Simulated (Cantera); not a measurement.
Input: 1 mol NaCl, 3.2 mol HCl, 3.1 mol H2, equilibrated at 1.43 Torr.

Equilibrium computed with Cantera from the NASA thermochemical tables; the gas is ideal and each condensed phase is pure. Candidate condensed phases: Na, NaCl; 10 gas species. Kinetics and transport are ignored. All values below are at 1848 K.

Base state: HCl 0.431, H2 0.419, NaCl 0.133, H 0.00787, Cl 0.00616, Na 0.00270 (mole fractions); condensed: gas only.

Q: What changes in the equilibrium state with this change: HCl from 3.2 to 0.94 mol?

A: 
| species | before | after |
|---|---|---|
| H2 | 0.419 | 0.600 |
| HCl | 0.431 | 0.192 |
| NaCl | 0.133 | 0.186 |
| Na | 0.00270 | 0.0101 |
| Cl | 0.00616 | 0.00230 |
| H | 0.00787 | 0.00942 |
